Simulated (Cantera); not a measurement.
A closed system holds: 1 mol TiO₂, 0.41 mol H₂, equilibrated at 8.80 bar.

These are equilibrium values from Cantera (NASA tables, ideal gas, pure condensed phases), not measurements of a reactor. Candidate condensed phases: H₂O, Ti, TiO, TiO₂, Ti₂O₃, Ti₃O₅, Ti₄O₇; 12 gas species. Mutual solubility and eutectic melting of coexisting phases are not modelled. Condensed phases not in the tables: Magnéli phases beyond Ti₄O₇. Gases not in the tables: TiO(OH)₂. Kinetics and transport are ignored. All values below are at 1598 K.

Base state: H₂ 0.969, H₂O 0.0306, H 1.77e-5 (mole fractions); condensed: TiO₂(rutile) + Ti₄O₇(s).

What changes in the equilibrium state with this change: pressure from 8.80 bar to 1.33 mbar?


```tsv
species	before	after
H₂	0.969	0.968
H₂O	0.0306	0.0306
H	1.77e-5	0.00143
TiO₂(rutile), mol	0.950	0.950
Ti₄O₇(s), mol	0.0126	0.0126
```

What changes in the equilibrium state with this change: TiO₂ replaced by Ta₂O₅?


```tsv
species	before	after
H₂	0.969	1.000
H₂O	0.0306	0.000197
H	1.77e-5	1.79e-5
TiO₂(rutile), mol	0.950	0
Ti₄O₇(s), mol	0.0126	0
Ta₂O₅(s), mol	0	1.000
```
Further candidate phases: Ta, Ta₂O₅.
